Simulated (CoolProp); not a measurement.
R143a along the isobar 2.49 MPa: fugacity coefficient from the reference equation and from simpler models built on Tc = 72.7 °C, pc = 3.762 MPa, ω = 0.261; each cubic takes its own stable root.

The numbers come from the reference Helmholtz-energy equation of state, Lemmon and Jacobsen 2000 in CoolProp.

```tsv
T (°C)	phase	reference	van der Waals	Peng-Robinson
5.05	liquid	?	0.5088	?
22.15	liquid	0.3961	0.6244	0.4047
39.15	liquid	0.5577	0.7420	0.5675
56.25	gas	0.7193	0.7783	0.7217
73.25	gas	?	0.8051	0.7639
90.35	gas	?	0.8275	0.7981
107.45	gas	?	0.8465	0.8264
124.45	gas	0.8565	?	0.8500
141.55	gas	0.8766	0.8769	0.8703
158.65	gas	0.8937	0.8892	0.8876
175.65	gas	0.9080	0.8999	0.9024
192.75	gas	0.9205	0.9094	0.9153
209.75	gas	0.9311	0.9178	0.9264
226.85	gas	?	0.9253	0.9362
```

Task: Some entries are withheld; supply them.

Result: 
- 5.05, reference: 0.2626
- 5.05, Peng-Robinson: 0.2685
- 73.25, reference: 0.7665
- 90.35, reference: 0.8031
- 107.45, reference: 0.8325
- 124.45, van der Waals: 0.8628
- 226.85, reference: 0.9404
